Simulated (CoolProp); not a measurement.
A single-stage vapour-compression cycle with the fluid: evaporating at 324.15 K (dew point), condensing at 380.15 K (bubble point), superheat 0 K, subcooling 8 K, compressor efficiency 0.7, no pressure losses. The same conditions are run with several fluids, on thermodynamics alone (safety and materials aside).

Values from CoolProp's reference Helmholtz-energy equation of state of each fluid (chloromethane (R40): Thol 2014; R1336mzz(E): Akasaka 2023; cyclopentane: Gedanitz 2015; benzene: Thol 2012; the fluoroketone C6F12O (FK-5-1-12): McLinden 2015; R1336mzz(Z): McLinden 2020).

```csv
fluid,cooling COP,pressure ratio,discharge temperature (K),refrigerating effect (kJ/kg),volumetric capacity (kJ/m³)
chloromethane (R40),3.14,3.20,429.6,251,6520
R1336mzz(E),2.57,3.92,380.1,63.9,2000
cyclopentane,3.46,4.57,387.5,288,835
benzene,3.58,5.77,397.8,324,359
the fluoroketone C6F12O (FK-5-1-12),2.20,4.89,380.2,31.9,435
R1336mzz(Z),3.00,4.48,380.2,91.9,1120
```

The compression ends wet for: R1336mzz(E); the fluoroketone C6F12O (FK-5-1-12); R1336mzz(Z).
